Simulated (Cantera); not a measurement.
An isothermal, constant-pressure homogeneous reactor starts with NO : N₂ = 1 : 4.7 (molar parts), at 2148 K and 0.0132 atm.

Computed with Cantera and GRI-Mech 3.0 (53 species, 325 reactions). Radical loss at walls, strong at low pressure, is not modelled.

Task: Predict: x(NO) at 5.00 s; x(N₂O) at 5.00 s; x(NO₂) at 5.00 s; x(N₂) at 5.00 s; x(O) at 5.00 s; x(O₂) at 5.00 s.

Result: 
```
Quantity                                            Value
----------------  ---------------------------------------
x(NO) at 5.00 s    0.0669 (gas-phase equilibrium 0.00750)
x(N₂O) at 5.00 s  1.30e-6 (gas-phase equilibrium 5.17e-8)
x(NO₂) at 5.00 s  5.29e-6 (gas-phase equilibrium 7.37e-7)
x(N₂) at 5.00 s       0.877 (gas-phase equilibrium 0.906)
x(O) at 5.00 s    0.00379 (gas-phase equilibrium 0.00479)
x(O₂) at 5.00 s     0.0522 (gas-phase equilibrium 0.0814)
```
